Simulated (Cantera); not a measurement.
# FeS₂ + H₂ + N₂ (hydrogen reduction and annealing atmospheres)

Input: 1 mol FeS₂, 1.8 mol H₂, 0.42 mol N₂, at 1450 K and 0.760 bar.

Cantera equilibrium calculation (NASA polynomials, part measured and part estimated; ideal gas, pure solids and liquids). Candidate condensed phases: Fe, FeS, FeS₂, S; 16 gas species. FeS: taken at fixed stoichiometry. The numbers say what is thermodynamically allowed, not how fast it happens.

```yaml
x(H₂): 0.427
x(H₂S): 0.349
x(N₂): 0.181
x(S₂): 0.0404
x(SH): 0.00173
x(H): 7.09e-6
x(NH₃): 6.54e-6
x(S): 5.15e-6
n(FeS(s)): 1.00 mol
gas_amount: 2.316 mol
log10 activity of Fe(γ) (absent): -1.79
log10 activity of S(l) (absent): -1.91
```
